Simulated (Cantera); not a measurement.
Charge: 1 mol Si, 1.9 mol HBr.

Points: T (K) = 748, 848, 948, 1048, 1148, 1248, 1348, 1448, 1548, 1648, 1748; P (Pa) = 1, 5.2, 27, 140, 720, 3700, 19000, 100000.

Cantera's Mixture.equilibrate('TP', solver="vcs", rtol=1e-11, max_steps=5000) on the NASA tables stopped like this:

```
ERROR: FAILURE its = 5001!

*******************************************************************************
CanteraError thrown by MultiPhase::equilibrate:
VCS solver failed. Return code: -1
*******************************************************************************
```

### Question
What got this run through?

### Answer
This is not unique; one that fits is The failure is numerical, not chemical. The same input converged with solver="gibbs", rtol=1e-10, max_steps=50000, and the result passed a check of the equilibrium conditions:
```
    748          1  Si(cr)
    848          1  Si(cr)
    948          1  Si(cr)
   1048          1  Si(cr)
   1148          1  Si(cr)
   1248          1  Si(cr)
   1348          1  Si(cr)
   1448          1  Si(cr)
   1548          1  Si(cr)
   1648          1  Si(cr)
   1748          1  Si(L)
    748        5.2  Si(cr)
    848        5.2  Si(cr)
    948        5.2  Si(cr)
   1048        5.2  Si(cr)
   1148        5.2  Si(cr)
   1248        5.2  Si(cr)
   1348        5.2  Si(cr)
   1448        5.2  Si(cr)
   1548        5.2  Si(cr)
   1648        5.2  Si(cr)
   1748        5.2  Si(L)
    748         27  Si(cr)
    848         27  Si(cr)
    948         27  Si(cr)
   1048         27  Si(cr)
   1148         27  Si(cr)
   1248         27  Si(cr)
   1348         27  Si(cr)
   1448         27  Si(cr)
   1548         27  Si(cr)
   1648         27  Si(cr)
   1748         27  Si(L)
    748        140  Si(cr)
    848        140  Si(cr)
    948        140  Si(cr)
   1048        140  Si(cr)
   1148        140  Si(cr)
   1248        140  Si(cr)
   1348        140  Si(cr)
   1448        140  Si(cr)
   1548        140  Si(cr)
   1648        140  Si(cr)
   1748        140  Si(L)
    748        720  Si(cr)
    848        720  Si(cr)
    948        720  Si(cr)
   1048        720  Si(cr)
   1148        720  Si(cr)
   1248        720  Si(cr)
   1348        720  Si(cr)
   1448        720  Si(cr)
   1548        720  Si(cr)
   1648        720  Si(cr)
   1748        720  Si(L)
    748       3700  Si(cr)
    848       3700  Si(cr)
    948       3700  Si(cr)
   1048       3700  Si(cr)
   1148       3700  Si(cr)
   1248       3700  Si(cr)
   1348       3700  Si(cr)
   1448       3700  Si(cr)
   1548       3700  Si(cr)
   1648       3700  Si(cr)
   1748       3700  Si(L)
    748    1.9e+04  Si(cr)
    848    1.9e+04  Si(cr)
    948    1.9e+04  Si(cr)
   1048    1.9e+04  Si(cr)
   1148    1.9e+04  Si(cr)
   1248    1.9e+04  Si(cr)
   1348    1.9e+04  Si(cr)
   1448    1.9e+04  Si(cr)
   1548    1.9e+04  Si(cr)
   1648    1.9e+04  Si(cr)
   1748    1.9e+04  Si(L)
    748      1e+05  Si(cr)
    848      1e+05  Si(cr)
    948      1e+05  Si(cr)
   1048      1e+05  Si(cr)
   1148      1e+05  Si(cr)
   1248      1e+05  Si(cr)
   1348      1e+05  Si(cr)
   1448      1e+05  Si(cr)
   1548      1e+05  Si(cr)
   1648      1e+05  Si(cr)
   1748      1e+05  Si(L)
```

The gas is ideal and each condensed phase is pure. The tables' values for SiBr3 are old estimates.
